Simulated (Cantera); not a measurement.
Input (Python, Cantera):

```python
import numpy as np
import cantera as ct

surf = ct.Interface("diamond.yaml", "diamond_100")
gas, bulk = surf.adjacent["gas"], surf.adjacent["diamond"]
k = surf.kinetics_species_index(bulk.species_names[0])
cover = ["c6HH", "c6H*", "c6*H", "c6**", "c6HM", "c6B"]

rows, drift = [], 0.0
print(f"{'P':>10s}{'um/h':>11s}" + "".join(f"{s:>11s}" for s in cover))
for v in [530, 880, 1500, 2400, 4000, 6700, 11000, 19000]:
    T, P, xH, xCH3 = 1250, v, 0.0092, 0.00024
    gas.TPX = T, P, {"H": xH, "CH3": xCH3, "CH4": 0.023, "H2": 1 - xH - xCH3 - 0.023}
    surf.TP = bulk.TP = T, P
    surf.coverages = "c6H*:0.1, c6HH:0.9"
    surf.advance_coverages(100.0)
    before = surf.coverages
    surf.advance_coverages(100.0)
    drift = max(drift, np.max(np.abs(surf.coverages - before) / (surf.coverages + 1e-9)))
    rate = surf.net_production_rates[k] * bulk.mean_molecular_weight / bulk.density * 3.6e9
    rows.append([rate, *surf[cover].coverages])
    print(f"{v:10.4g}{rate:11.4e}" + "".join(f"{x:11.3e}" for x in rows[-1][1:]))
```

It prints:

```
         P       um/h       c6HH       c6H*       c6*H       c6**       c6HM        c6B
       530 1.7109e-01  4.086e-01  4.376e-02  5.099e-01  3.706e-02  1.651e-04  4.643e-10
       880 3.3151e-01  4.085e-01  4.376e-02  5.098e-01  3.705e-02  2.706e-04  8.996e-10
      1500 6.9472e-01  4.084e-01  4.376e-02  5.096e-01  3.704e-02  4.478e-04  1.885e-09
      2400 1.3845e+00  4.083e-01  4.376e-02  5.094e-01  3.703e-02  6.852e-04  3.757e-09
      4000 3.0159e+00  4.080e-01  4.376e-02  5.090e-01  3.701e-02  1.057e-03  8.184e-09
      6700 6.6895e+00  4.077e-01  4.377e-02  5.085e-01  3.699e-02  1.573e-03  1.815e-08
   1.1e+04 1.4201e+01  4.073e-01  4.380e-02  5.078e-01  3.697e-02  2.190e-03  3.854e-08
   1.9e+04 3.1366e+01  4.068e-01  4.390e-02  5.069e-01  3.696e-02  2.950e-03  8.511e-08
```

Cantera simulation using the Harris–Goodwin 1993 mechanism for the reconstructed diamond (100) surface; the numbers are that mechanism's predictions, not measurements.
